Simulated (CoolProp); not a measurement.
A simple Rankine cycle with n-butane: condensing at 316.15 K, boiler at 2.35 MPa, turbine inlet 546.5 K, turbine efficiency 0.65, pump efficiency 0.6, no recuperator. Each further row changes one setting.

Values from CoolProp's reference Helmholtz-energy equation of state, Bücker 2006.

| case | thermal efficiency (%) | net work (kJ/kg) | heat in (kJ/kg) | turbine exit temperature (K) | volume ratio over the turbine |
|---|---|---|---|---|---|
| as stated | 8.7 | 74.1 | 849 | 508.2 | 5.71 |
| turbine inlet 566.5 K | 8.6 | 77.7 | 906 | 528.6 | 5.67 |
| condensing temperature 308.15 K | 9.7 | 83.9 | 869 | 504.0 | 7.12 |
| boiler pressure 1.65 MPa | 7.2 | 61.5 | 859 | 517.0 | 3.97 |
| turbine efficiency 0.55 | 7.3 | 61.8 | 849 | 512.9 | 5.77 |
